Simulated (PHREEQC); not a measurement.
0.1 g of hydrous ferric oxide (600 m²/g; 0.2 weak and 0.005 strong sites per Fe, Dzombak-Morel constants, diffuse double layer) in 1 kg of water with 0.1 mol/kgw of an inert sodium salt and 3e-05 mol/kgw ZnCl2 and 5.3e-07 mol/kgw Na2HAsO4, at 25 °C; the pH is set by adding NaOH or the inert anion's acid. Oxygen is held at 0.21 atm. CO2 from the air is kept out. No solid was allowed to form.

Model: ion-association model, wateq4f.dat, run in PHREEQC.

| pH | Zn sorbed (%) | As sorbed (%) | surface charge σ (C/m²) | surface potential ψ (mV) |
|---|---|---|---|---|
| 3 | 0.0 | 100.0 | 0.362 | 152 |
| 3.67 | 0.0 | 100.0 | 0.341 | 150 |
| 4.33 | 0.0 | 100.0 | 0.290 | 141 |
| 5 | 0.7 | 100.0 | 0.214 | 126 |
| 5.67 | 6.6 | 100.0 | 0.142 | 105 |
| 6.33 | 20.4 | 100.0 | 0.087 | 82 |
| 7 | 52.5 | 100.0 | 0.050 | 57 |
| 7.67 | 91.2 | 100.0 | 0.024 | 32 |
| 8.33 | 99.1 | 99.9 | 0.001 | 2 |
| 9 | 99.7 | 99.3 | -0.023 | -30 |
| 9.67 | 99.6 | 94.3 | -0.054 | -60 |
| 10.33 | 99.3 | 71.6 | -0.097 | -87 |
| 11 | 97.4 | 28.1 | -0.154 | -109 |

The database has no arsenate complexes of Zn. The oxide is taken as insoluble; below pH 4 it would dissolve.
